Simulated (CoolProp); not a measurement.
The fluid at 287.86 K and 2.14 MPa (liquid) is heated at constant pressure to 340 K. The same conditions are run with several fluids, on thermodynamics alone (safety and materials aside).

Model: reference Helmholtz-energy equation of state of each fluid (chlorine: Thol 2021; R142b: Lemmon 2006; R236FA: Pan 2012; R1224YDZ: Akasaka 2023; R1336mzz(E): Akasaka 2023), in CoolProp.

```json
[
 {"fluid": "chlorine", "heat (kJ/kg)": "___", "final density (kg/m³)": "___"},
 {"fluid": "R142b", "heat (kJ/kg)": "___", "final density (kg/m³)": "___"},
 {"fluid": "R236FA", "heat (kJ/kg)": "66.1", "final density (kg/m³)": "1210"},
 {"fluid": "R1224YDZ", "heat (kJ/kg)": "___", "final density (kg/m³)": "1240"},
 {"fluid": "R1336mzz(E)", "heat (kJ/kg)": "65.6", "final density (kg/m³)": "1190"}
]
```

### Question
Fill in the missing entries.

### Answer

- chlorine, heat (kJ/kg): 53.3
- chlorine, final density (kg/m³): 1250
- R142b, heat (kJ/kg): 70.5
- R142b, final density (kg/m³): 1000
- R1224YDZ, heat (kJ/kg): 61.4
